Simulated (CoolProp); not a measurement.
Vapour-liquid equilibrium of acetone (1) + benzene (2) at 399.9 K; x and y are mole fractions of (1).

Model: multi-fluid Helmholtz-energy mixture model, Lemmon 2006 and Thol 2012; pair parameters Bell 2016, in CoolProp.

| x | bubble pressure, mixture model (MPa) | bubble pressure, Raoult's law (MPa) | y, mixture model | y, Raoult's law |
|---|---|---|---|---|
| 0.05 | 0.3783 | 0.3694 | 0.110 | 0.095 |
| 0.125 | 0.4148 | 0.3958 | 0.241 | 0.222 |
| 0.2 | 0.4478 | 0.4222 | 0.346 | 0.334 |
| 0.275 | 0.4782 | 0.4486 | 0.434 | 0.432 |
| 0.35 | 0.5064 | 0.4750 | 0.511 | 0.519 |
| 0.425 | 0.5329 | 0.5015 | 0.579 | 0.597 |
| 0.5 | 0.5580 | 0.5279 | 0.642 | 0.667 |
| 0.575 | 0.5819 | 0.5543 | 0.700 | 0.730 |
| 0.65 | 0.6050 | 0.5807 | 0.756 | 0.788 |
| 0.725 | 0.6272 | 0.6071 | 0.809 | 0.841 |
| 0.8 | 0.6489 | 0.6336 | 0.862 | 0.889 |
| 0.875 | 0.6700 | 0.6600 | 0.914 | 0.933 |
| 0.95 | 0.6905 | 0.6864 | 0.965 | 0.974 |

The largest gap from Raoult's law is +6.6 % in bubble pressure, at x = 0.35. No azeotrope shows between x = 0.05 and 0.95.

Pair parameters are fitted to limited data, so mixtures are less certain than the pure fluids.
